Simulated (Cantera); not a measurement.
An adiabatic, constant-pressure homogeneous reactor starts with H₂ : O₂ : N₂ : H₂O = 1 : 0.294 : 1.11 : 0.16 (molar parts), equivalence ratio 1.7, at 1798 K and 0.543 atm. Integrator tolerance rtol = 1e-08.

Computed with Cantera and GRI-Mech 3.0 (53 species, 325 reactions).

```tsv
quantity	before	after
time of steepest temperature rise	11.5 µs	4.98 µs
temperature at 0.800 s	2811 K	2887 K
equilibrium temperature	2811 K	2887 K
x(H₂) at 0.800 s	0.173 (gas-phase equilibrium 0.173)	0.174 (gas-phase equilibrium 0.174)
x(O₂) at 0.800 s	0.00251 (gas-phase equilibrium 0.00251)	0.00192 (gas-phase equilibrium 0.00192)
x(H₂O) at 0.800 s	0.281 (gas-phase equilibrium 0.281)	0.287 (gas-phase equilibrium 0.287)
x(O) at 0.800 s	0.00385 (gas-phase equilibrium 0.00385)	0.00292 (gas-phase equilibrium 0.00292)
x(NO₂) at 0.800 s	1.71e-7 (gas-phase equilibrium 1.71e-7)	2.10e-7 (gas-phase equilibrium 2.10e-7)
x(HO₂) at 0.800 s	1.53e-6 (gas-phase equilibrium 1.53e-6)	1.83e-6 (gas-phase equilibrium 1.83e-6)
x(NO) at 0.800 s	0.00315 (gas-phase equilibrium 0.00315)	0.00307 (gas-phase equilibrium 0.00307)
```

**Question.** Which change was made?
A) pressure from 0.543 atm to 4.93 atm
B) H2O 0.16 to 0.064 parts
C) N2 1.11 to 1.7 parts
D) pressure from 0.543 atm to 1.28 atm

**Answer.** D, pressure from 0.543 atm to 1.28 atm
